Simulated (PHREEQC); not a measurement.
Solution (25 °C): 0.057 mol HNO3, 0.0099 mol Ca(OH)2 and 0.00027 mol MnSO4 per kg of water. Closed to the air; pH follows from the charge balance.

Model: ion-association model, wateq4f.dat, run in PHREEQC.

Precipitation was switched off in this run.

Order these S species by the share of S that they hold, largest first: CaSO4, MnSO4, CaHSO4+, SO4-2, HSO4-.

HSO4- (52 %), SO4-2 (33 %), CaSO4 (12 %), CaHSO4+ (2.7 %), MnSO4 (0.29 %)

The pH is 1.51 and the ionic strength 0.0675 mol/kgw.
